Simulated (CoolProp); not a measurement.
n-nonane at several states: fugacity coefficient from the reference equation and from simpler models built on Tc = 594.5 K, pc = 22.82 bar, ω = 0.443; each cubic takes its own stable root.

Computed with CoolProp (reference Helmholtz-energy equation of state, Lemmon 2006). It is a short technical equation, of lower accuracy than the large ones.

| T (K) | p (bar) | phase | reference |
|---|---|---|---|
| 440.2 | 96.9 | liquid | 0.02548 |
| 286.6 | 0.524 | liquid | 0.005179 |
| 424.2 | 21.7 | liquid | 0.05027 |
| 266.6 | 17 | liquid | 3.992e-5 |
| 585.9 | 0.422 | gas | 0.9932 |
| 538 | 0.173 | gas | 0.9962 |

Q: How far does each simpler model (van der Waals, Redlich-Kwong) lie from the reference over these 6 states: mean and median of the absolute difference, and the worst?

A: 
- van der Waals: mean 11933.7 %, median 391.8 %, worst +53356.9 % at 266.6 K and 17 bar
- Redlich-Kwong: mean 483.5 %, median 123.7 %, worst +1625.2 % at 266.6 K and 17 bar
